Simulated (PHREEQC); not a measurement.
Model water analysis in mg/L, 25 °C, pH 6.62, pe 2.4:

```json
[
 {"constituent": "Na", "mg/L": "35.3"},
 {"constituent": "K", "mg/L": "83.1"},
 {"constituent": "Ca", "mg/L": "60"},
 {"constituent": "Mg", "mg/L": "25.8"},
 {"constituent": "Cl", "mg/L": "78"},
 {"constituent": "S(6) as SO4", "mg/L": "16.8"},
 {"constituent": "Alkalinity as HCO3", "mg/L": "386"},
 {"constituent": "Fe(2)", "mg/L": "2.83"},
 {"constituent": "Li", "mg/L": "0.0621"}
]
```

Na is adjusted to close the charge balance.
Valence states are taken as typed.

All values are PHREEQC results (ion-association model, phreeqc.dat), not measurements.

This is a speciation only: nothing precipitates in the calculation.

**Question.** Order these Fe species by the share of Fe that they hold, largest first: FeSO4, FeCO3, Fe+2, FeCl+, FeHCO3+.

**Answer.** Fe+2 (69 %), FeHCO3+ (28 %), FeCO3 (1.2 %), FeSO4 (0.76 %), FeCl+ (0.14 %)

The pH is 6.62 and the ionic strength 0.0113 mol/kgw. Saturation is exceeded, for instance for Siderite; the values hold only as long as no solid forms.
